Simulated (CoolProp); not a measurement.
The numbers come from the reference Helmholtz-energy equation of state, Fiedler 2023 in CoolProp.

Question: Give the vapour pressure (MPa), vapour density (kg/m³), enthalpy of vaporisation (kJ/kg), liquid cp (kJ/(kg K)) of saturated tetrahydrofuran at 444.3 K.

Answer: 
```tsv
T (K)	p (MPa)	vapour density (kg/m³)	enthalpy of vaporisation (kJ/kg)	liquid cp (kJ/(kg K))
444.3	1.25	29.7	319	2.41
```
